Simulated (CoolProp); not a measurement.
A single-stage vapour-compression cycle with CH3F (R41): evaporating at 198.15 K (dew point), condensing at 242.15 K (bubble point), superheat 2 K, subcooling 5 K, compressor efficiency 0.9, no pressure losses. Each further row changes one setting.

Model: reference Helmholtz-energy equation of state, Lemmon 2006, in CoolProp. It is a short technical equation, of lower accuracy than the large ones.

| case | cooling COP | pressure ratio | discharge temperature (K) | refrigerating effect (kJ/kg) | volumetric capacity (kJ/m³) |
|---|---|---|---|---|---|
| as stated | 3.31 | 6.52 | 319.4 | 402 | 1050 |
| evaporating temperature 203.15 K | 3.93 | 5.04 | 307.3 | 405 | [?] |
| condensing temperature 237.15 K | 3.83 | 5.47 | 306.4 | 413 | [?] |
| subcooling 10 K | [?] | 6.52 | 319.4 | 413 | 1070 |
| superheat 12 K | 3.22 | 6.52 | 334.7 | [?] | 1020 |
| compressor efficiency 0.8 | [?] | 6.52 | [?] | 402 | 1050 |

Q: Complete the blanks.

A: 
- evaporating temperature 203.15 K, volumetric capacity (kJ/m³): 1340
- condensing temperature 237.15 K, volumetric capacity (kJ/m³): 1080
- subcooling 10 K, cooling COP: 3.40
- superheat 12 K, refrigerating effect (kJ/kg): 414
- compressor efficiency 0.8, cooling COP: 2.94
- compressor efficiency 0.8, discharge temperature (K): 331.6
